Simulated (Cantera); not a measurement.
**Iron carbonyl, mercury and lead vapours: Pb + H2 + N2 + O2**

Feed: 1 mol Pb, 0.078 mol H2, 32 mol N2, 1.6 mol O2, equilibrated at 22000 Pa.

Equilibrium computed with Cantera from the NASA thermochemical tables; the gas is ideal and each condensed phase is pure. Candidate condensed phases: H2O, Pb, PbO, PbO2, Pb3O4; 27 gas species. Equilibrium is a limit: real reactors are often held back by kinetics, nucleation or transport.

```
T (°C)   x N2    x O2    x H2O     x NO  n PbO(red)  n PbO(yellow)
------  -----  ------  -------  -------  ----------  -------------
425     0.966  0.0320  0.00235  1.16e-7        1.00              0
475     0.966  0.0320  0.00235  3.33e-7        1.00              0
525     0.966  0.0320  0.00235  8.37e-7           0           1.00
575     0.966  0.0320  0.00235  1.88e-6           0           1.00
625     0.966  0.0320  0.00235  3.88e-6           0          1.000
675     0.966  0.0320  0.00235  7.40e-6           0          1.000
725     0.966  0.0320  0.00235  1.32e-5           0          1.000
775     0.966  0.0320  0.00235  2.24e-5           0          1.000
```
x: gas mole fraction; n: condensed amount in mol.

From 425 °C to 475 °C the condensed part is PbO(red). From 525 °C to 775 °C the condensed part is PbO(yellow).
